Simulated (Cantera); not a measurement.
A closed system holds: 1 mol Si3N4, 0.0033 mol O2, 4.4 mol N2, equilibrated at 1700 K and 2030 Torr.

Cantera equilibrium calculation (NASA polynomials, part measured and part estimated; ideal gas, pure solids and liquids). Candidate condensed phases: Si, SiO2, Si2N2O, Si3N4; 16 gas species. Mutual solubility and eutectic melting of coexisting phases are not modelled. Equilibrium is a limit: real reactors are often held back by kinetics, nucleation or transport.

**Question.** What is the equilibrium state?

**Answer.** 
- x(N2): 1.000
- x(SiO): 1.90e-6
- n(Si2N2O(s)): 0.00659 mol
- n(Si3N4(s)): 0.996 mol
- gas amount: 4.402 mol
- log10 activity of Si(l) (absent): -2.16
